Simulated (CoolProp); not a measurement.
Vapour-liquid equilibrium of cyclohexane (1) + benzene (2) at 43.25 °C; x and y are mole fractions of (1).

Values from CoolProp's multi-fluid Helmholtz-energy mixture model, Zhou 2014 and Thol 2012; pair parameters Bell 2016.

```
x     bubble pressure, mixture model (kPa)  bubble pressure, Raoult's law (kPa)  y, mixture model  y, Raoult's law
----  ------------------------------------  -----------------------------------  ----------------  ---------------
0.05                                 28.66                                27.83             0.076            0.050
0.15                                     …                                27.85                 …            0.151
0.25                                 30.64                                27.87                 …            0.251
0.35                                     …                                27.89             0.379            0.352
0.45                                 31.27                                27.91             0.457            0.452
0.55                                 31.23                                27.94                 …            0.552
0.65                                     …                                27.96             0.617            0.652
0.75                                 30.47                                27.98                 …            0.751
0.85                                 29.71                                28.00                 …            0.851
0.95                                 28.67                                28.02             0.930            0.950
```

Problem. What belongs in the gaps?

Solution. 
- 0.15, bubble pressure, mixture model (kPa): 29.87
- 0.15, y, mixture model: 0.197
- 0.25, y, mixture model: 0.294
- 0.35, bubble pressure, mixture model (kPa): 31.08
- 0.55, y, mixture model: 0.535
- 0.65, bubble pressure, mixture model (kPa): 30.97
- 0.75, y, mixture model: 0.706
- 0.85, y, mixture model: 0.809

The largest gap from Raoult's law is +12.0 % in bubble pressure, at x = 0.45. y crosses x between x = 0.45 and 0.55: the model has an azeotrope there.

The pair parameters rest on a limited set of measurements; away from them the model extrapolates.
